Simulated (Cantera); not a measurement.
Cantera run:

```python
import numpy as np
import cantera as ct

gas_names = """
    CL CL2 H HCL H2 N NH NH2 NH3 N2 N2H2 N2H4 Si SiCL SiCL2 SiCL3 SiCL4 SiH SiHCL3 SiH2 SiH2CL2 SiH3
    SiH3CL SiH4 SiN Si2 Si2N Si3
""".split()
cond_names = """
    NH4CL(a) NH4CL(b) Si(cr) Si(L) Si3N4(a)
""".split()


# ... load() reads the species with a 1 bar reference pressure and builds the phases ...
atoms = {
    'Si': {'Si': 1},
    'HCl': {'H': 1, 'CL': 1},
    'N2': {'N': 2},
}
top_T = {'Si3N4(a)': 2400}  # K; cautious upper limits of use, not melting points


# ... equilibrate(T, P, feed) seeds the gas with the atoms and calls Mixture.equilibrate('TP', solver="vcs", rtol=1e-11, max_steps=5000) ...
results = []
T = 973  # K
P = 130  # Pa
for m in [1.1, 1.6, 2.3, 3.2, 4.6, 6.6, 9.4, 13, 19]:
    feed = {'Si': 1, 'HCl': m, 'N2': 3}  # mol
    mix = equilibrate(T, P, feed)
    results.append((T, P, feed, dict(zip(mix.species_names, mix.species_moles))))

top = {s: max(r[3][s] / sum(r[3][g] for g in gas_names) for r in results) for s in gas_names}
cols = sorted((s for s in top if top[s] > 0.001), key=lambda s: -top[s])[:6]
seen = [c for c in cond_names if any(r[3].get(c, 0) > 1e-12 for r in results)]
print("log10 of partial pressures in bar; condensed amounts in mol")
print(f"{'n(HCl)':>10s}" + "".join(f"{s[:9]:>10s}" for s in cols + seen))
for T, P, feed, n in results:
    ng = sum(n[g] for g in gas_names)
    print(f"{feed['HCl']:10.4g}" + "".join(f"{np.log10(max(n[s] / ng * P / 1e5, 1e-99)):10.3f}" for s in cols)
          + "".join(f"{n.get(c, 0):10.4g}" for c in seen))
```

Output:

```
log10 of partial pressures in bar; condensed amounts in mol
    n(HCl)       HCL        N2        H2     SiCL4  Si3N4(a)
       1.1    -3.563    -3.038    -4.133    -4.435    0.3012
       1.6    -3.473    -3.089    -4.002    -4.304    0.2837
       2.3    -3.400    -3.150    -3.890    -4.192     0.258
       3.2    -3.345    -3.213    -3.803    -4.105    0.2237
       4.6    -3.297    -3.291    -3.722    -4.024    0.1686
       6.6    -3.262    -3.374    -3.657    -3.959   0.08756
       9.4    -3.210    -3.466    -3.643    -3.945         0
        13    -3.108    -3.585    -3.762    -4.063         0
        19    -3.032    -3.731    -3.908    -4.209         0
```

Method: chemical equilibrium by Gibbs-energy minimisation in Cantera with the NASA 1993 tables (ideal gas, pure condensed phases). N2 is the only nitrogen source here; it is nearly inert below about 1500 K, so the nitride shown seldom forms there in practice. The tables' values for SiCl3 are old estimates; treat these amounts as uncertain.
